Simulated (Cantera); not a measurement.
Cantera run, input and output.

```python
import numpy as np
import cantera as ct

gas = ct.Solution("gri30.yaml")
gas.TPX = 1098, 87000, {'C2H6': 0.0044, 'O2': 0.017, 'N2': 1, 'H2O': 0.025}
reactor = ct.IdealGasConstPressureReactor(gas, energy="off", clone=False)
net = ct.ReactorNet([reactor])
net.rtol, net.atol = 1e-08, 1e-18
show = ['C2H6', 'O2', 'C2H', 'H2O', 'CH4', 'HCO']
times = np.geomspace(3e-05, 70, 13)

steps = ct.SolutionArray(gas, extra=["t"])
rows = []
print(f"{'t/s':>10s}{'T/K':>9s}{'P/Pa':>11s}" + "".join(f"{s:>11s}" for s in show))
for t in times:
    while net.time < t:
        t_next = net.step()
        steps.append(gas.state, t=t_next)
    rows.append([np.interp(t, steps.t, y) for y in (steps.T, steps.P, *steps(*show).X.T)])
    print(f"{t:10.3e}{rows[-1][0]:9.1f}{rows[-1][1]:11.4g}" + "".join(f"{x:11.3e}" for x in rows[-1][2:]))
rate = np.gradient(steps.T, steps.t)
print("integrator steps:", len(steps.t))
if steps.T.max() > steps.T[0] + 200:
    print(f"time of steepest temperature rise: {steps.t[rate.argmax()]:.4e} s")
gas.TPX = 1098, 87000, {'C2H6': 0.0044, 'O2': 0.017, 'N2': 1, 'H2O': 0.025}
gas.equilibrate("TP")
print(f"equilibrium (TP): T = {gas.T:.1f} K  " + "  ".join(f"{s} {gas[s].X[0]:.3e}" for s in show))
```

Result:

```
       t/s      T/K       P/Pa       C2H6         O2        C2H        H2O        CH4        HCO
 3.000e-05   1098.0    8.7e+04  4.205e-03  1.625e-02  1.510e-31  2.389e-02  7.574e-11  3.907e-19
 1.018e-04   1098.0    8.7e+04  4.205e-03  1.625e-02  8.845e-29  2.389e-02  8.609e-10  5.711e-18
 3.455e-04   1098.0    8.7e+04  4.205e-03  1.625e-02  4.787e-26  2.389e-02  9.496e-09  1.408e-16
 1.173e-03   1098.0    8.7e+04  4.204e-03  1.625e-02  1.962e-23  2.389e-02  9.433e-08  5.704e-15
 3.979e-03   1098.0    8.7e+04  4.200e-03  1.624e-02  9.422e-21  2.389e-02  6.228e-07  3.865e-13
 1.350e-02   1098.0    8.7e+04  4.158e-03  1.623e-02  6.697e-18  2.391e-02  1.569e-06  1.454e-11
 4.583e-02   1098.0    8.7e+04  9.618e-05  1.036e-02  6.157e-11  3.005e-02  2.497e-04  1.601e-07
 1.555e-01   1098.0    8.7e+04 -7.117e-23  1.560e-03 -5.036e-26  3.641e-02  4.546e-20  4.569e-13
 5.278e-01   1098.0    8.7e+04  1.608e-33  1.527e-03 -1.274e-28  3.643e-02 -4.783e-20  2.740e-16
 1.791e+00   1098.0    8.7e+04  3.282e-36  1.526e-03 -8.046e-30  3.643e-02  7.909e-22  2.885e-19
 6.078e+00   1098.0    8.7e+04 -3.701e-39  1.526e-03 -1.031e-30  3.643e-02  1.294e-23  5.169e-22
 2.063e+01   1098.0    8.7e+04 -9.091e-41  1.526e-03 -1.159e-31  3.643e-02  5.251e-24  2.201e-23
 7.000e+01   1098.0    8.7e+04 -1.942e-42  1.526e-03 -4.958e-33  3.643e-02  1.858e-24  5.532e-24
integrator steps: 2904
equilibrium (TP): T = 1098.0 K  C2H6 4.966e-70  O2 1.522e-03  C2H 4.726e-61  H2O 3.643e-02  CH4 4.023e-38  HCO 3.408e-24
```

Detailed kinetics in Cantera: GRI-Mech 3.0 (53 species, 325 reactions).
